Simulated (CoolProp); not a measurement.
CH3F (R41) along the isotherm 425 K: fugacity coefficient from the reference equation and from simpler models built on Tc = 317.3 K, pc = 5.906 MPa, ω = 0.200; each cubic takes its own stable root.

The numbers come from the reference Helmholtz-energy equation of state, Lemmon 2006 in CoolProp. It is a short technical equation, of lower accuracy than the large ones.

| p (MPa) | phase | reference | van der Waals | Redlich-Kwong | Peng-Robinson |
|---|---|---|---|---|---|
| 0.187 | gas | 0.9953 | 0.9955 | 0.9955 | 0.9954 |
| 0.274 | gas | 0.9932 | 0.9934 | 0.9935 | 0.9933 |
| 0.402 | gas | 0.9900 | 0.9904 | 0.9904 | 0.9901 |
| 0.591 | gas | 0.9853 | 0.9859 | 0.9860 | 0.9856 |
| 0.867 | gas | 0.9786 | 0.9793 | 0.9795 | 0.9789 |
| 1.27 | gas | 0.9688 | 0.9697 | 0.9701 | 0.9693 |
| 1.87 | gas | … | … | … | … |
| 2.74 | gas | 0.9340 | 0.9351 | 0.9364 | 0.9353 |
| 4.02 | gas | 0.9049 | 0.9055 | 0.9080 | 0.9071 |
| 5.91 | supercritical | … | 0.8625 | 0.8677 | 0.8678 |
| 8.67 | supercritical | 0.8084 | 0.8017 | 0.8126 | … |
| 12.7 | supercritical | 0.7363 | 0.7202 | 0.7416 | 0.7499 |
| 18.7 | supercritical | 0.6502 | … | 0.6610 | 0.6764 |
| 27.4 | supercritical | 0.5682 | 0.5704 | 0.5931 | 0.6117 |
| 40.2 | supercritical | … | 0.5518 | 0.5542 | 0.5701 |
| 59.1 | supercritical | 0.4846 | 0.5958 | 0.5580 | 0.5656 |

Q: Fill in the missing entries.

A: 
- 1.87, reference: 0.9544
- 1.87, van der Waals: 0.9555
- 1.87, Redlich-Kwong: 0.9562
- 1.87, Peng-Robinson: 0.9552
- 5.91, reference: 0.8640
- 8.67, Peng-Robinson: 0.8154
- 18.7, van der Waals: 0.6319
- 40.2, reference: 0.5091
